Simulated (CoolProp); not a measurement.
Model: reference Helmholtz-energy equation of state, Lemmon 2006, in CoolProp. It is a short technical equation, of lower accuracy than the large ones.

Question: For CH3F (R41), give the phase and the cv (kJ/(kg K)) at 89.05 °C and 0.282 MPa; 89.05 °C and 2.2 MPa; 89.05 °C and 7.56 MPa.

Answer: 
- 89.05 °C and 0.282 MPa: gas; cv 0.982
- 89.05 °C and 2.2 MPa: gas; cv 1.04
- 89.05 °C and 7.56 MPa: supercritical; cv 1.23
